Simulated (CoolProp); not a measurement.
Vapour-liquid equilibrium of methanol (1) + water (2) at 0.658 bar; x and y are mole fractions of (1).

The numbers come from the multi-fluid Helmholtz-energy mixture model, de Reuck 1993 and Wagner 2002; pair parameters Bell 2016 in CoolProp.

Give the bubble temperature and the first vapour's composition at x = 0.05, 0.15, 0.35. Is there an azeotrope?

x = 0.05: 83.0 °C, y = 0.218; x = 0.15: 75.5 °C, y = 0.474; x = 0.35: 66.7 °C, y = 0.707. No azeotrope shows between x = 0.05 and 0.95.

The pair parameters rest on a limited set of measurements; away from them the model extrapolates.
